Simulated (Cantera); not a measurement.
An adiabatic, constant-volume homogeneous reactor starts with CH3OH : O2 : N2 = 1 : 2.42 : 29 (molar parts), at 1200 K and 10.0 bar.

Detailed kinetics in Cantera: GRI-Mech 3.0 (53 species, 325 reactions). GRI-Mech 3.0 was tuned for natural gas; its chemistry of methanol as a main component is partial and can be far from experiment.

x: mole fraction; the columns are a selection and need not sum to one.

```
t (s)     T (K)  P (bar)  x CH3OH    x O2     x CH2     x CO   x C2H    x NO    x NO2
--------  -----  -------  -------  ------  --------  -------  ------  ------  -------
1.00e-6    1200     10.0   0.0308  0.0746  3.39e-11  1.28e-9  <1e-12  <1e-12   <1e-12
2.90e-6    1200     10.0   0.0308  0.0746  3.39e-11  3.76e-9  <1e-12  <1e-12   <1e-12
8.42e-6    1200     10.0   0.0308  0.0746  3.39e-11  1.09e-8  <1e-12  <1e-12   <1e-12
2.44e-5    1200     10.0   0.0308  0.0746  3.39e-11  3.19e-8  <1e-12  <1e-12   <1e-12
7.09e-5    1200     10.0   0.0308  0.0746  3.39e-11  9.34e-8  <1e-12  <1e-12   <1e-12
0.000206   1200     10.0   0.0308  0.0746  3.39e-11  2.81e-7  <1e-12  <1e-12   <1e-12
0.000597   1200     10.0   0.0308  0.0746  3.39e-11  9.97e-7  <1e-12  <1e-12   <1e-12
0.00173    1201     10.0   0.0303  0.0744  3.47e-11  3.76e-5  <1e-12  <1e-12   <1e-12
0.00503    1930     16.3   <1e-12  0.0279    <1e-12  3.27e-5  <1e-12       …  2.23e-8
0.0146     1930     16.3   <1e-12  0.0279    <1e-12  3.27e-5  <1e-12       …  5.27e-8
0.0423     1930     16.3   <1e-12  0.0278    <1e-12  3.27e-5  <1e-12       …  1.40e-7
0.123      1930     16.3   <1e-12  0.0278    <1e-12  3.26e-5  <1e-12       …  3.90e-7
0.356      1929     16.3   <1e-12  0.0277    <1e-12  3.25e-5  <1e-12       …  1.08e-6
1.03       1927     16.3   <1e-12  0.0274    <1e-12  3.22e-5  <1e-12       …  2.73e-6
3.00       1925     16.3   <1e-12  0.0269    <1e-12  3.16e-5  <1e-12       …  5.30e-6
```

Fill in the missing entries.


- 0.00503, x NO: 7.79e-6
- 0.0146, x NO: 1.84e-5
- 0.0423, x NO: 4.90e-5
- 0.123, x NO: 0.000136
- 0.356, x NO: 0.000376
- 1.03, x NO: 0.000956
- 3.00, x NO: 0.00187
